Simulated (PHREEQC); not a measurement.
# Copper plating or etch bath: speciation

Solution (20 °C): 0.0038 mol/kgw CuSO4, 0.22 mol/kgw H2SO4 and 0.00037 mol/kgw KCl. Closed to the air; pH follows from the charge balance.

All values are PHREEQC results (ion-association model, wateq4f.dat), not measurements.

Each row changes one thing in this solution. This is a speciation only: nothing precipitates in the calculation.

```tsv
case	pH	ionic strength (mol/kgw)	KSO4- (mol/kgw)
as made	0.71	0.287	1.71e-5
CuSO4 left out	0.71	0.281	1.68e-5
KCl from 0.00037 to 0.000333 mol/kgw	0.71	0.287	1.54e-5
0.0023 mol/kgw NaHCO3 added	0.71	0.288	1.72e-5
0.0066 mol/kgw Na2SO4 added	0.72	0.297	1.77e-5
```
